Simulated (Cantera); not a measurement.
Feed: 1 mol PbO, 2.4 mol CO, 0.45 mol N2, held at 527 °C and 0.133 bar.

These are equilibrium values from Cantera (NASA tables, ideal gas, pure condensed phases), not measurements of a reactor. Candidate condensed phases: C, Pb, PbO, PbO2, Pb3O4; 27 gas species. Kinetics and transport are ignored.

Base state: CO2 0.600, CO 0.213, N2 0.187 (mole fractions); condensed: C(graphite) + Pb(l).

What changes in the equilibrium state with this change: temperature from 527 °C to 902 °C?


```csv
species,before,after
CO,0.213,0.490
CO2,0.600,0.350
N2,0.187,0.157
Pb,4.61e-7,0.00327
"C(graphite), mol",0.443,0
"Pb(l), mol",1.000,0.991
```
